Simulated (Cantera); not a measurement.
A perfectly stirred reactor is fed with 3.94 % H2, 96.1 % O2, at 0.0296 atm; it is held at 1398 K, and followed from long to short residence time.

Model: GRI-Mech 3.0 (53 species, 325 reactions), integrated in Cantera. Radical loss at walls, strong at low pressure, is not modelled. The temperature is held fixed by assumption; the heat of reaction is taken as removed at once.

Task: Predict: x(H2) at τ = 4.30 s; x(O2) at τ = 4.30 s; x(O) at τ = 4.30 s; x(H) at τ = 4.30 s; x(H2O) at τ = 4.30 s; x(H2) at τ = 17.0 ms; x(O2) at τ = 17.0 ms; x(O) at τ = 17.0 ms; x(H) at τ = 17.0 ms; x(H2O) at τ = 17.0 ms.

Result: 
* **x(H2) at τ = 4.30 s**: 2.46e-5
* **x(O2) at τ = 4.30 s**: 0.959
* **x(O) at τ = 4.30 s**: 0.000761
* **x(H) at τ = 4.30 s**: 1.56e-5
* **x(H2O) at τ = 4.30 s**: 0.0397
* **x(H2) at τ = 17.0 ms**: 0.000601
* **x(O2) at τ = 17.0 ms**: 0.940
* **x(O) at τ = 17.0 ms**: 0.0176
* **x(H) at τ = 17.0 ms**: 0.00180
* **x(H2O) at τ = 17.0 ms**: 0.0363
